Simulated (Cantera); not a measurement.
Cantera run, input and output.

```python
import numpy as np
import cantera as ct

gas = ct.Solution("gri30.yaml")
gas.TPX = 525, 1000000, {'C2H4': 1, 'O2': 2.14, 'N2': 8.06, 'H2O': 1.9}
inlet = ct.Reservoir(gas, clone=True)
gas.equilibrate("HP")  # start burning
reactor = ct.IdealGasConstPressureReactor(gas, energy="on", clone=False)
exhaust = ct.Reservoir(gas, clone=True)
tau = [0.27, 0.072, 0.019, 0.0052, 0.0014, 0.00038, 0.0001, 2.7e-05, 7.3e-06][0]
for a, b in ((inlet, reactor), (reactor, exhaust)):
    ct.MassFlowController(a, b, mdot=lambda t: reactor.mass / tau)
net = ct.ReactorNet([reactor])
show = ['C2H4', 'O2', 'H2O', 'H2O2', 'C2H2']

rows = []
print(f"{'tau/s':>10s}{'T/K':>9s}" + "".join(f"{s:>11s}" for s in show))
for tau in [0.27, 0.072, 0.019, 0.0052, 0.0014, 0.00038, 0.0001, 2.7e-05, 7.3e-06]:
    net.initial_time = 0.0
    net.advance(30 * tau)
    before = gas.X
    net.advance(40 * tau)
    drift = np.max(np.abs(gas.X - before) / (gas.X + 1e-9))
    rows.append([gas.T, *gas[show].X, drift])
    print(f"{tau:10.3e}{gas.T:9.1f}" + "".join(f"{x:11.3e}" for x in gas[show].X))
```

It prints:

```
     tau/s      T/K       C2H4         O2        H2O       H2O2       C2H2
 2.700e-01   2151.0  5.960e-07  1.110e-05  2.303e-01  3.936e-09  3.431e-05
 7.200e-02   2150.3  1.958e-06  3.226e-05  2.304e-01  6.599e-09  1.019e-04
 1.900e-02   2148.8  6.005e-06  9.349e-05  2.306e-01  1.456e-08  2.626e-04
 5.200e-03   2145.7  1.667e-05  2.513e-04  2.309e-01  3.748e-08  5.657e-04
 1.400e-03   2138.7  4.391e-05  6.470e-04  2.314e-01  1.056e-07  1.045e-03
 3.800e-04   2123.2  1.112e-04  1.594e-03  2.317e-01  2.925e-07  1.689e-03
 1.000e-04   2086.7  3.082e-04  4.134e-03  2.320e-01  7.896e-07  2.692e-03
 2.700e-05   1976.9  1.260e-03  1.328e-02  2.322e-01  2.429e-06  4.875e-03
 7.300e-06    525.0  7.634e-02  1.634e-01  1.450e-01  3.216e-17  1.179e-16
```

Model: GRI-Mech 3.0 (53 species, 325 reactions), integrated in Cantera. GRI-Mech 3.0 was tuned for natural gas; its chemistry of ethylene as a main component is partial and can be far from experiment.
